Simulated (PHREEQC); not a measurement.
1 kg of water holding 0.41 mol KCl and 0.0099 mol NaBr is evaporated at 25 °C; the solids stay in contact with the brine. No CO2 enters from the air. The run lets Halite, Sylvite precipitate or redissolve, and no other solid.

Computed with PHREEQC (Pitzer model, pitzer.dat).

| water left (kg) | ionic strength | water activity | Sylvite (mol) | Br in solution (mol/kgw) | Na in solution (mol/kgw) | Cl in solution (mol/kgw) |
|---|---|---|---|---|---|---|
| 1 | 0.420 | 0.986 | 0 | 0.00990 | 0.00990 | 0.410 |
| 0.5552 | 0.756 | 0.976 | 0 | 0.0178 | 0.0178 | 0.738 |
| 0.3082 | 1.36 | 0.957 | 0 | 0.0321 | 0.0321 | 1.33 |
| 0.1711 | 2.45 | 0.921 | 0 | 0.0578 | 0.0578 | 2.40 |
| 0.09502 | 4.42 | 0.855 | 0 | 0.104 | 0.104 | 4.31 |
| 0.05275 | 4.94 | 0.837 | 0.159 | 0.188 | 0.188 | 4.75 |
| 0.0293 | 5.05 | 0.833 | 0.272 | 0.338 | 0.338 | 4.72 |
| 0.01627 | 5.26 | 0.824 | 0.334 | 0.608 | 0.608 | 4.66 |
| 0.00903 | 5.64 | 0.808 | 0.369 | 1.10 | 1.10 | 4.54 |
| 0.005012 | 6.32 | 0.778 | 0.388 | 1.98 | 1.98 | 4.34 |

Sylvite from water left = 0.07809 kg.
